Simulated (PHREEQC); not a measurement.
PHREEQC input (ion-association model, wateq4f.dat):

```
SOLUTION_MASTER_SPECIES
  An  An-  0  An  62.0  # stands for a non-complexing anion
SOLUTION_SPECIES
  An- = An-
    -log_k 0
    -gamma 3.0 0
PHASES
  Fix_H+
    H+ = H+
    -log_k 0
SOLUTION 1
  temp 25
  units mmol/kgw
  pH 7 charge
  Cl 0.0134
  Ba 0.005
  F 0.011
  Na 1.011
  Cu(2) 0.0017
  An 1
END
SELECTED_OUTPUT 1
  -reset false
  -pH true
  -pe true
  -ionic_strength true
  -water true
  -totals Ba Cl Cu F Na Cu(1) Cu(2)
  -molalities Hfo_wOH Hfo_wOH2+ Hfo_wO- Hfo_sOH Hfo_sOH2+ Hfo_sO- Hfo_sOCu+ Hfo_wOCu+ Hfo_sOHBa+2 Hfo_wOBa+
    Hfo_wF Hfo_wOHF-
  -saturation_indices BaF2 Cu(OH)2 Atacamite Halite CuF2:2H2O
USER_PUNCH 1
  -headings sigma psi
  10 PUNCH EDL("sigma", "Hfo"), EDL("psi", "Hfo")
PRINT
  -reset false
USE solution 1
SURFACE 1
  Hfo_wOH 8.08989e-05 600 0.036
  Hfo_sOH 2.02247e-06
EQUILIBRIUM_PHASES 1
  Fix_H+ -4 HAn 10
    -force_equality true
  O2(g) -0.68 10
END
# ... the last block is repeated for the other 16 points of pH, with NaOH or the acid as the point needs
```

Selected output (columns that matter, 14 of 17 rows; pH added in front):

```
pH	mu	Ba	Cu	F	Na	m_Hfo_wOH	m_Hfo_wOH2+	si_BaF2	si_Cu(OH)2	si_Atacamite	si_Halite	si_CuF2:2H2O	sigma	psi
4	0.0011462	5e-06	1.6943e-06	1.7347e-06	0.001011	4.0646e-05	2.9713e-05	-11.279	-6.4759	-11.901	-9.4832	-12.958	0.10253	0.20267
4.38	0.0010826	5e-06	1.6734e-06	2.4992e-06	0.001011	4.5923e-05	2.4499e-05	-10.893	-5.7196	-10.768	-9.4823	-12.578	0.075289	0.18829
4.75	0.0010554	5e-06	1.5887e-06	3.6467e-06	0.001011	5.022e-05	2.0487e-05	-10.535	-5.0016	-9.702	-9.4819	-12.242	0.055492	0.17329
5.5	0.001035	5e-06	8.0548e-07	6.7917e-06	0.001011	5.6965e-05	1.4337e-05	-9.9755	-3.7978	-8.0442	-9.4816	-11.98	0.029418	0.14133
5.88	0.0010306	4.9999e-06	3.1763e-07	8.3308e-06	0.001011	5.9103e-05	1.2157e-05	-9.7956	-3.4472	-7.7231	-9.4816	-12.21	0.020883	0.12404
6.25	0.0010284	4.9998e-06	8.8636e-08	9.4902e-06	0.001011	6.0377e-05	1.0738e-05	-9.6814	-3.2848	-7.7682	-9.4815	-12.673	0.014531	0.10589
6.62	0.0010276	4.999e-06	2.3716e-08	1.0233e-05	0.0010112	6.1074e-05	9.8584e-06	-9.6155	-3.2177	-8.0041	-9.4814	-13.28	0.0097728	0.086489
7.38	0.0010291	4.9739e-06	7.0349e-09	1.0843e-05	0.0010137	6.1545e-05	8.9359e-06	-9.5672	-3.1605	-8.6497	-9.4804	-14.692	0.003657	0.044252
7.75	0.0010296	4.8793e-06	7.0696e-09	1.093e-05	0.0010147	6.1557e-05	8.6156e-06	-9.5686	-3.1218	-8.9422	-9.4799	-15.387	0.0017667	0.023307
8.12	0.0010303	4.576e-06	8.7043e-09	1.0969e-05	0.0010165	6.1423e-05	8.1544e-06	-9.5935	-3.0232	-9.115	-9.4792	-16.025	0.00020361	0.0027768
8.5	0.0010318	4.0239e-06	1.2999e-08	1.0986e-05	0.0010199	6.1042e-05	7.4931e-06	-9.648	-2.8469	-9.1425	-9.4778	-16.607	-0.0013232	-0.01769
9.25	0.0010464	2.9819e-06	2.4996e-08	1.0997e-05	0.0010381	5.9863e-05	6.3042e-06	-9.7779	-2.5622	-9.3232	-9.4703	-17.822	-0.0052684	-0.058119
9.62	0.001071	2.3684e-06	2.9038e-08	1.0999e-05	0.0010648	5.8985e-05	5.7425e-06	-9.8789	-2.4971	-9.5631	-9.4596	-18.497	-0.0083374	-0.077989
10	0.0011311	1.2616e-06	3.4085e-08	1.0999e-05	0.0011287	5.7341e-05	4.9482e-06	-10.155	-2.4276	-9.8046	-9.4351	-19.188	-0.012828	-0.097369
```

Complexes and solids missing from the database can't appear. The database's constant for dissolved Cu(OH)2 is higher than later reviews accept.
